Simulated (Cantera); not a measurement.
Thermodynamics of silicon etching in halogen gases, feed Si + Cl₂

A closed system holds: 1 mol Si, a varied amount of Cl₂, at 700 K and 1.00 bar.

Method: chemical equilibrium by Gibbs-energy minimisation in Cantera with the NASA 1993 tables (ideal gas, pure condensed phases). Candidate condensed phases: Si; 9 gas species. The tables' values for SiCl₃ are old estimates; treat these amounts as uncertain. Kinetics and transport are ignored.

From 0.57 mol Cl₂ to 1.8 mol Cl₂ the condensed part is Si(s). From 2.6 mol Cl₂ to 8.3 mol Cl₂ nothing is condensed. The main Si-bearing gas is SiCl₄ throughout.

```csv
n(Cl₂) (mol),log p SiCl₄,log p Cl₂,log p SiCl₃,log p Cl,log p SiCl₂,n Si(s)
0.57,0.00,<-12,-4.59,<-12,-6.67,0.715
0.83,0.00,<-12,-4.59,<-12,-6.67,0.585
1.2,0.00,<-12,-4.59,<-12,-6.67,0.400
1.8,0.00,<-12,-4.59,<-12,-6.67,0.1000
2.6,-0.20,-0.43,<-12,-6.39,<-12,0
3.9,-0.46,-0.18,<-12,-6.27,<-12,0
5.7,-0.67,-0.10,<-12,-6.23,<-12,0
8.3,-0.86,-0.06,<-12,-6.21,<-12,0
```
log p: log10 of the partial pressure in bar; n: condensed amount in mol.
